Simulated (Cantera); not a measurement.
Input: 1 mol PbO, 2.6 mol CO, held at 2102 °C and 17.0 Pa.

These are equilibrium values from Cantera (NASA tables, ideal gas, pure condensed phases), not measurements of a reactor. Candidate condensed phases: C, Pb, PbO, PbO2, Pb3O4; 15 gas species. Rates play no part.

Base state: CO 0.554, Pb 0.238, O 0.104, CO2 0.0703, O2 0.0318, PbO 0.00254 (mole fractions); condensed: gas only.

**Question.** What changes in the equilibrium state with this change: temperature from 2102 °C to 975 °C?

**Answer.** 
```csv
species,before,after
CO,0.554,0.444
CO2,0.0703,0.278
Pb,0.238,0.278
O,0.104,<1e-9
O2,0.0318,<1e-9
PbO,0.00254,1.40e-5
```
